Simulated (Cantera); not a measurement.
Transport properties of process gases

Gas mixture: NO : H2O = 0.81 : 0.88 (molar parts), at 0.326 atm, frozen composition.

Cantera's kinetic-theory transport with the Lennard-Jones parameters of GRI-Mech 3.0, ideal gas; thermal conductivity in the mixture-averaged form. Polar gases are described roughly by these parameters. The composition is frozen, though it would react at the higher temperatures.

| T (K) | ρ (kg/m³) | cp (J/kg/K) | μ (µPa s) | λ (mW/m/K) | Pr | D (cm²/s) H | D (cm²/s) NH3 | D (cm²/s) O |
|---|---|---|---|---|---|---|---|---|
| 400 | 0.236 | 1355 | 18.5 | 34.7 | 0.721 | 6.60 | 1.11 | 1.79 |
| 550 | 0.171 | 1406 | 24.4 | 47.9 | 0.714 | 11.7 | 2.08 | 3.14 |
| 700 | 0.135 | 1468 | 29.9 | 61.8 | 0.710 | 18.0 | 3.28 | 4.75 |
| 850 | 0.111 | 1530 | 35.1 | 76.1 | 0.706 | 25.1 | 4.71 | 6.62 |
| 1000 | 0.0943 | 1590 | 40.1 | 90.5 | 0.704 | 33.2 | 6.35 | 8.71 |
| 1150 | 0.0820 | 1646 | 44.8 | 105 | 0.702 | 42.2 | 8.17 | 11.0 |
D: mixture-averaged diffusion coefficient of that species in the mixture.
